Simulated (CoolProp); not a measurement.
Computed with CoolProp (reference Helmholtz-energy equation of state, Lemmon 2016).

Task: Give the vapour pressure (MPa), liquid density (kg/m³), liquid cp (kJ/(kg K)) of saturated R365MFC at 46.55 °C.

Result: 
| T (°C) | p (MPa) | liquid density (kg/m³) | liquid cp (kJ/(kg K)) |
|---|---|---|---|
| 46.55 | 0.127 | 1210 | 1.42 |
